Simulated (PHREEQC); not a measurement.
# Reverse-osmosis permeate (model solution)

A made-up water analysis in mg/L, 25 °C, pH 6.14, pe -1.2:

```tsv
constituent	mg/L
Na	2.87
K	0.499
Ca	0.288
Mg	0.31
Cl	0.551
S(6) as SO4	1.83
Alkalinity as HCO3	7.84
F	0.00228
B	0.0333
```

Valence states are taken as typed.

All values are PHREEQC results (ion-association model, wateq4f.dat), not measurements.

This is a speciation only: nothing precipitates in the calculation.

Question: Estimate the charge-balance error.

Answer: charge-balance error -1.3 %.

Question: In which forms is C present?

Answer: CO2 62 %, HCO3- 38 % of the C.

Real BF4- forms and hydrolyses slowly; the run takes it at equilibrium.
